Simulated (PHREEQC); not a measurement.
Make-up at 57 °C: 76 mmol/kgw H2SO4 and 9.8 mmol/kgw Al2(SO4)3. Closed to the air; pH follows from the charge balance.

The numbers come from PHREEQC with the ion-association model, phreeqc.dat.

Each row changes one thing in this solution. Precipitation was switched off in this run.

```csv
case,pH,ionic strength (mol/kgw),HSO4- (mol/kgw),AlSO4+ (mol/kgw),SO4-2 (mol/kgw),Al+3 (mol/kgw),SI of Gibbsite (Al(OH)3)
as made,1.20,0.127,0.0742,0.0136,0.0131,0.00362,-6.16
diluted 5-fold with water,1.79,0.0314,0.0118,0.00293,0.00575,0.000676,-4.85
H2SO4 replaced by NH4HSO4 at the same molality,1.68,0.148,0.0496,0.0135,0.0272,0.00193,-5.05
temperature from 57 to 5 °C,1.12,0.152,0.0584,0.0131,0.0270,0.00296,-9.30
diluted 100-fold with water,2.89,0.00265,0.000171,0.000121,0.000756,6.89e-5,-2.19
H2SO4 from 0.076 to 0.152 mol/kgw,0.91,0.210,0.148,0.0129,0.0157,0.00417,-7.08
temperature from 57 to 35 °C,1.17,0.136,0.0675,0.0136,0.0186,0.00307,-7.41
Al2(SO4)3 from 0.0098 to 0.0147 mol/kgw,1.23,0.141,0.0776,0.0204,0.0149,0.00517,-5.96
```

Constants without temperature data keep their 25 °C values here.
